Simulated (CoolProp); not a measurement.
Vapour-liquid equilibrium of ethylene (1) + n-butane (2) at 0.0297 MPa; x and y are mole fractions of (1).

Values from CoolProp's multi-fluid Helmholtz-energy mixture model, Smukala 2000 and Bücker 2006; pair parameters Bell 2016.

```json
[
 {"x": "0.05", "bubble temperature, mixture model (°C)": "-76.7", "bubble temperature, Raoult's law (°C)": "-68.8", "y, mixture model": "0.952", "y, Raoult's law": "0.914"},
 {"x": "0.15", "bubble temperature, mixture model (°C)": "-95.5", "bubble temperature, Raoult's law (°C)": "-91.7", "y, mixture model": "___", "y, Raoult's law": "0.989"},
 {"x": "0.25", "bubble temperature, mixture model (°C)": "-101.8", "bubble temperature, Raoult's law (°C)": "-101.1", "y, mixture model": "0.996", "y, Raoult's law": "0.996"},
 {"x": "0.35", "bubble temperature, mixture model (°C)": "___", "bubble temperature, Raoult's law (°C)": "-106.8", "y, mixture model": "0.998", "y, Raoult's law": "0.998"},
 {"x": "0.45", "bubble temperature, mixture model (°C)": "-109.2", "bubble temperature, Raoult's law (°C)": "-110.7", "y, mixture model": "0.999", "y, Raoult's law": "0.999"},
 {"x": "0.55", "bubble temperature, mixture model (°C)": "-112.2", "bubble temperature, Raoult's law (°C)": "-113.8", "y, mixture model": "0.999", "y, Raoult's law": "1.000"},
 {"x": "0.65", "bubble temperature, mixture model (°C)": "___", "bubble temperature, Raoult's law (°C)": "-116.2", "y, mixture model": "1.000", "y, Raoult's law": "1.000"},
 {"x": "0.75", "bubble temperature, mixture model (°C)": "-117.5", "bubble temperature, Raoult's law (°C)": "-118.2", "y, mixture model": "1.000", "y, Raoult's law": "1.000"},
 {"x": "0.85", "bubble temperature, mixture model (°C)": "-119.6", "bubble temperature, Raoult's law (°C)": "-119.9", "y, mixture model": "1.000", "y, Raoult's law": "1.000"},
 {"x": "0.95", "bubble temperature, mixture model (°C)": "-121.4", "bubble temperature, Raoult's law (°C)": "-121.4", "y, mixture model": "1.000", "y, Raoult's law": "1.000"}
]
```

Question: Some entries are withheld; supply them.

Answer: 
- 0.15, y, mixture model: 0.992
- 0.35, bubble temperature, mixture model (°C): -105.9
- 0.65, bubble temperature, mixture model (°C): -115.0

The largest gap from Raoult's law is -7.9 K in bubble temperature, at x = 0.05. No azeotrope shows between x = 0.05 and 0.95.

The pair parameters rest on a limited set of measurements; away from them the model extrapolates. The gap from Raoult's law changes sign with composition, which may be real or a fault of the pair parameters; it wasn't checked against measurements.
